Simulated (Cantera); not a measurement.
**CO2 + H2 (abatement and gas-phase synthesis)**

Input: 1 mol CO2, 3 mol H2, equilibrated at 1900 °C.

Method: chemical equilibrium by Gibbs-energy minimisation in Cantera with the NASA 1993 tables (ideal gas, pure condensed phases). Candidate condensed phases: C, C6H6, C7H8, C8H18, H2O; 110 gas species. The ideal-gas law is rough above about 30 bar. Equilibrium is a limit: real reactors are often held back by kinetics, nucleation or transport.

From 10.0 Pa to 300 bar nothing is condensed. The main C-bearing gas is CO throughout.

```
P (Pa)     x H2       x H  x H2O   x CO   x CO2      x OH       x O      x O2
--------  -----  --------  -----  -----  ------  --------  --------  --------
10        0.325     0.275  0.159  0.192  0.0181    0.0180    0.0107   0.00221
84        0.439     0.110  0.207  0.215  0.0195   0.00695   0.00122  0.000244
710       0.490    0.0401  0.222  0.225  0.0197   0.00244  0.000140   2.68e-5
6000      0.509    0.0141  0.228  0.228  0.0197  0.000841   1.63e-5   3.08e-6
50000     0.516   0.00490  0.229  0.230  0.0197  0.000292   1.94e-6   3.65e-7
420000    0.518   0.00170  0.230  0.230  0.0197  0.000101   2.31e-7   4.33e-8
3600000   0.519  0.000580  0.230  0.230  0.0197   3.44e-5   2.69e-8   5.05e-9
30000000  0.519  0.000201  0.231  0.230  0.0197   1.19e-5   3.24e-9  6.08e-10
```
x: gas mole fraction; nothing condenses.
